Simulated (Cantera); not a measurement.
Cantera run, input and output.

```python
import numpy as np
import cantera as ct

gas = ct.Solution("SiF4_NH3_mec.yaml", "gas")
gas.TPX = 1748, 10000, {'NH3': 1, 'H2': 18}
reactor = ct.IdealGasConstPressureReactor(gas, energy="off", clone=False)
net = ct.ReactorNet([reactor])
net.rtol, net.atol = 1e-08, 1e-18
show = ['NH3', 'H2', 'N', 'H', 'NH2', 'N2H2']
times = np.geomspace(4e-06, 100, 13)

steps = ct.SolutionArray(gas, extra=["t"])
rows = []
print(f"{'t/s':>10s}{'T/K':>9s}{'P/Pa':>11s}" + "".join(f"{s:>11s}" for s in show))
for t in times:
    while net.time < t:
        t_next = net.step()
        steps.append(gas.state, t=t_next)
    rows.append([np.interp(t, steps.t, y) for y in (steps.T, steps.P, *steps(*show).X.T)])
    print(f"{t:10.3e}{rows[-1][0]:9.1f}{rows[-1][1]:11.4g}" + "".join(f"{x:11.3e}" for x in rows[-1][2:]))
rate = np.gradient(steps.T, steps.t)
print("integrator steps:", len(steps.t))
if steps.T.max() > steps.T[0] + 200:
    print(f"time of steepest temperature rise: {steps.t[rate.argmax()]:.4e} s")
gas.TPX = 1748, 10000, {'NH3': 1, 'H2': 18}
gas.equilibrate("TP")
print(f"equilibrium (TP): T = {gas.T:.1f} K  " + "  ".join(f"{s} {gas[s].X[0]:.3e}" for s in show))
```

It prints:

```
       t/s      T/K       P/Pa        NH3         H2          N          H        NH2       N2H2
 4.000e-06   1748.0      1e+04  5.263e-02  9.474e-01  1.223e-21  1.557e-08  5.448e-09  1.660e-17
 1.654e-05   1748.0      1e+04  5.263e-02  9.474e-01  4.253e-19  7.279e-08  1.413e-08  3.963e-16
 6.840e-05   1748.0      1e+04  5.263e-02  9.474e-01  5.510e-17  3.108e-07  4.857e-08  1.155e-14
 2.828e-04   1748.0      1e+04  5.263e-02  9.474e-01  4.613e-15  1.295e-06  1.910e-07  2.924e-13
 1.170e-03   1748.0      1e+04  5.263e-02  9.474e-01  3.384e-13  5.365e-06  7.799e-07  5.731e-12
 4.837e-03   1748.0      1e+04  5.263e-02  9.473e-01  2.407e-11  2.218e-05  3.213e-06  1.082e-10
 2.000e-02   1748.0      1e+04  5.261e-02  9.473e-01  1.648e-09  9.082e-05  1.314e-05  2.304e-09
 8.270e-02   1748.0      1e+04  5.247e-02  9.471e-01  5.025e-08  2.848e-04  4.108e-05  3.364e-08
 3.420e-01   1748.0      1e+04  5.125e-02  9.477e-01  7.463e-08  3.278e-04  4.617e-05  4.510e-08
 1.414e+00   1748.0      1e+04  4.644e-02  9.503e-01  7.390e-08  3.385e-04  4.307e-05  3.970e-08
 5.848e+00   1748.0      1e+04  3.156e-02  9.580e-01  7.068e-08  3.820e-04  3.277e-05  2.403e-08
 2.418e+01   1748.0      1e+04  8.592e-03  9.699e-01  5.451e-08  5.460e-04  1.260e-05  4.127e-09
 1.000e+02   1748.0      1e+04  9.317e-04  9.738e-01  1.283e-08  7.088e-04  1.766e-06  9.113e-11
integrator steps: 946
equilibrium (TP): T = 1748.0 K  NH3 4.916e-07  H2 9.743e-01  N 7.024e-12  H 7.179e-04  NH2 9.433e-10  N2H2 1.188e-15
```

Computed with Cantera and the gas-phase N/H chemistry of the illustrative SiF4/NH3 mechanism in the Surface Chemkin manual (1991). Walls and surfaces, which speed up NH3 decomposition in real reactors, are not modelled.
